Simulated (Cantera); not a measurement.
A perfectly stirred reactor is fed with CH4 : CO : O2 : N2 = 1 : 0.084 : 3.05 : 11.5 (molar parts), equivalence ratio 0.67, at 3750 Torr; it is adiabatic with a 448 K inlet, and is followed from long to short residence time, starting on the burning branch (τ in s: 0.46, 0.17, 0.064, 0.024, 0.009, 0.0033, 0.0013, 0.00047, 0.00017, 6.5e-05, 2.4e-05, 9.1e-06, 3.4e-06).

Computed with Cantera and GRI-Mech 3.0 (53 species, 325 reactions).

Q: Predict: blow-out, bracketed by the residence times tried; x(CH4) at τ = 0.460 s; x(CO) at τ = 0.460 s; x(O2) at τ = 0.460 s; x(NO) at τ = 0.460 s; x(CO2) at τ = 0.460 s; x(CH4) at τ = 1.30 ms; x(CO) at τ = 1.30 ms; x(O2) at τ = 1.30 ms; x(NO) at τ = 1.30 ms; x(CO2) at τ = 1.30 ms.

A: 
```json
{
 "blow_out_bracketed_by_the_residence_times_tried": "burning at 0.170 ms, out at 65.0 µs",
 "x(CH4) at τ = 0.460 s": "8.83e-7",
 "x(CO) at τ = 0.460 s": "9.12e-5",
 "x(O2) at τ = 0.460 s": "0.0644",
 "x(NO) at τ = 0.460 s": "0.000231",
 "x(CO2) at τ = 0.460 s": "0.0694",
 "x(CH4) at τ = 1.30 ms": "8.96e-5",
 "x(CO) at τ = 1.30 ms": "0.00237",
 "x(O2) at τ = 1.30 ms": "0.0655",
 "x(NO) at τ = 1.30 ms": "1.57e-5",
 "x(CO2) at τ = 1.30 ms": "0.0669"
}
```
